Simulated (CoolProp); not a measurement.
Saturation properties of o-xylene.

Model: reference Helmholtz-energy equation of state, Zhou 2012, in CoolProp.

```json
[
 {"T (°C)": "61.75", "p (bar)": "0.05900", "surface tension (mN/m)": "25.6", "vapour viscosity (µPa s)": "7.32"},
 {"T (°C)": "82.95", "p (bar)": "0.1422", "surface tension (mN/m)": "23.3", "vapour viscosity (µPa s)": "7.74"},
 {"T (°C)": "104.05", "p (bar)": "0.3042", "surface tension (mN/m)": "21.1", "vapour viscosity (µPa s)": "8.17"},
 {"T (°C)": "125.25", "p (bar)": "0.5935", "surface tension (mN/m)": "19.0", "vapour viscosity (µPa s)": "8.61"},
 {"T (°C)": "146.35", "p (bar)": "1.067", "surface tension (mN/m)": "16.9", "vapour viscosity (µPa s)": "9.06"},
 {"T (°C)": "167.55", "p (bar)": "1.803", "surface tension (mN/m)": "14.8", "vapour viscosity (µPa s)": "9.53"},
 {"T (°C)": "188.65", "p (bar)": "2.875", "surface tension (mN/m)": "12.8", "vapour viscosity (µPa s)": "10.0"},
 {"T (°C)": "209.85", "p (bar)": "4.388", "surface tension (mN/m)": "10.9", "vapour viscosity (µPa s)": "10.5"},
 {"T (°C)": "230.95", "p (bar)": "6.429", "surface tension (mN/m)": "9.00", "vapour viscosity (µPa s)": "11.1"},
 {"T (°C)": "252.15", "p (bar)": "9.130", "surface tension (mN/m)": "7.18", "vapour viscosity (µPa s)": "11.6"},
 {"T (°C)": "273.25", "p (bar)": "12.59", "surface tension (mN/m)": "5.45", "vapour viscosity (µPa s)": "12.3"},
 {"T (°C)": "294.45", "p (bar)": "16.99", "surface tension (mN/m)": "3.81", "vapour viscosity (µPa s)": "13.1"},
 {"T (°C)": "315.55", "p (bar)": "22.47", "surface tension (mN/m)": "2.30", "vapour viscosity (µPa s)": "14.0"},
 {"T (°C)": "336.75", "p (bar)": "29.31", "surface tension (mN/m)": "0.960", "vapour viscosity (µPa s)": "15.5"}
]
```

It boils at 144.4 °C under 1 atm.

Viscosity comes from a separate model (Cao 2016). Surface tension comes from a separate correlation (Mulero 2014).
